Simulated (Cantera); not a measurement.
Thermodynamics of metals in furnace atmospheres, feed Cu + CO₂ + H₂

Charge: 1 mol Cu, 0.88 mol CO₂, 2.3 mol H₂, held at 510000 Pa.

Cantera equilibrium calculation (NASA polynomials, part measured and part estimated; ideal gas, pure solids and liquids). Candidate condensed phases: C, C₆H₆, C₇H₈, C₈H₁₈, Cu, CuO, Cu(OH)₂, Cu₂O, H₂O; 113 gas species. The numbers say what is thermodynamically allowed, not how fast it happens.

From 725 °C to 1025 °C the condensed part is Cu(s). From 1100 °C to 1325 °C the condensed part is Cu(l).

```
T (°C)   x H₂  x H₂O   x CO   x CO₂     x CH₄  n Cu(s)  n Cu(l)
------  -----  -----  -----  ------  --------  -------  -------
725     0.447  0.247  0.141   0.112    0.0529     1.00        0
800     0.498  0.216  0.183  0.0861    0.0163     1.00        0
875     0.510  0.211  0.204  0.0714   0.00380     1.00        0
950     0.507  0.216  0.214  0.0624  0.000900     1.00        0
1025    0.502  0.221  0.221  0.0556  0.000243     1.00        0
1100    0.497  0.227  0.226  0.0502   7.50e-5        0     1.00
1175    0.492  0.231  0.231  0.0457   2.62e-5        0    1.000
1250    0.489  0.235  0.235  0.0420   1.02e-5        0    1.000
1325    0.485  0.238  0.238  0.0389   4.34e-6        0    1.000
```
x: gas mole fraction; n: condensed amount in mol.
